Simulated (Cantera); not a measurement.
A closed system holds: 1 mol Si(CH3)4, 0.19 mol HCl, 4 mol H2, at 1.00 Torr.

Equilibrium computed with Cantera from the NASA thermochemical tables; the gas is ideal and each condensed phase is pure. Candidate condensed phases: C, C6H6, C7H8, C8H18, Si, SiC; 109 gas species. Kinetics and transport are ignored.

Q: At 1523 K, list the 4 most abundant gas species with their mole fractions, and the condensed phases.

A: H2 0.981, HCl 0.0186, H 0.000627, C2H2 (acetylene) 1.16e-5. Condensed: C(graphite) + SiC(s).
